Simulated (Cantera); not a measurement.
Charge: 1 mol Fe2O3, 0.32 mol CH4, a varied amount of H2, equilibrated at 1002 °C and 300000 Pa.

Cantera equilibrium calculation (NASA polynomials, part measured and part estimated; ideal gas, pure solids and liquids). Candidate condensed phases: C, C6H6, C7H8, C8H18, Fe, Fe(CO)5, FeO, Fe(OH)2, Fe(OH)3, Fe2O3, Fe3O4, H2O; 114 gas species. Mutual solubility and eutectic melting of coexisting phases are not modelled. The tables' stoichiometric FeO is somewhat more stable than real wüstite, so its field is too wide. FeO: taken at fixed stoichiometry. Kinetics and transport are ignored.

**Question.** Which condensed phases are stable at each of these points (n(H2) (mol)): 1.7, 2.3, 3, 4.1, 5.5, 7.5, 10, 14, 18?

**Answer.** 
```tsv
n(H2) (mol)	condensed phases	Fe condensed (%)
1.7	FeO(s)	100.0
2.3	Fe(γ) + FeO(s)	100.0
3	Fe(γ) + FeO(s)	100.0
4.1	Fe(γ) + FeO(s)	100.0
5.5	Fe(γ) + FeO(s)	100.0
7.5	Fe(γ) + FeO(s)	100.0
10	Fe(γ) + FeO(s)	100.0
14	Fe(γ)	100.0
18	Fe(γ)	100.0
```

At 1.7 mol H2 the condensed part is FeO(s). From 2.3 mol H2 to 10 mol H2 the condensed part is Fe(γ) + FeO(s). From 14 mol H2 to 18 mol H2 the condensed part is Fe(γ).
